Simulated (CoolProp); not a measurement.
A single-stage vapour-compression cycle with the fluid: evaporating at 224.15 K (dew point), condensing at 244.15 K (bubble point), superheat 5 K, subcooling 0 K, compressor efficiency 0.7, no pressure losses. The same conditions are run with several fluids, on thermodynamics alone (safety and materials aside).

Values from CoolProp's reference Helmholtz-energy equation of state of each fluid (isobutene: Lemmon 2005; vinyl chloride: Thol 2022; ethane: Bücker 2006; propylene: Lemmon 2013; CH3F (R41): Lemmon 2006; carbonyl sulfide: Lemmon 2006).

```json
[
 {"fluid": "isobutene", "cooling COP": "7.34", "pressure ratio": "2.87", "discharge temperature (K)": "268.4", "refrigerating effect (kJ/kg)": "393", "volumetric capacity (kJ/m³)": "159"},
 {"fluid": "vinyl chloride", "cooling COP": "7.21", "pressure ratio": "2.85", "discharge temperature (K)": "292.9", "refrigerating effect (kJ/kg)": "358", "volumetric capacity (kJ/m³)": "216"},
 {"fluid": "ethane", "cooling COP": "6.89", "pressure ratio": "1.92", "discharge temperature (K)": "269.6", "refrigerating effect (kJ/kg)": "…", "volumetric capacity (kJ/m³)": "…"},
 {"fluid": "propylene", "cooling COP": "7.24", "pressure ratio": "…", "discharge temperature (K)": "…", "refrigerating effect (kJ/kg)": "…", "volumetric capacity (kJ/m³)": "873"},
 {"fluid": "CH3F (R41)", "cooling COP": "6.95", "pressure ratio": "2.10", "discharge temperature (K)": "…", "refrigerating effect (kJ/kg)": "405", "volumetric capacity (kJ/m³)": "3230"},
 {"fluid": "carbonyl sulfide", "cooling COP": "7.16", "pressure ratio": "2.30", "discharge temperature (K)": "…", "refrigerating effect (kJ/kg)": "287", "volumetric capacity (kJ/m³)": "996"}
]
```

Question: Complete the blanks.

Answer: 
- ethane, refrigerating effect (kJ/kg): 381
- ethane, volumetric capacity (kJ/m³): 3840
- propylene, pressure ratio: 2.31
- propylene, discharge temperature (K): 271.9
- propylene, refrigerating effect (kJ/kg): 402
- CH3F (R41), discharge temperature (K): 285.6
- carbonyl sulfide, discharge temperature (K): 291.7
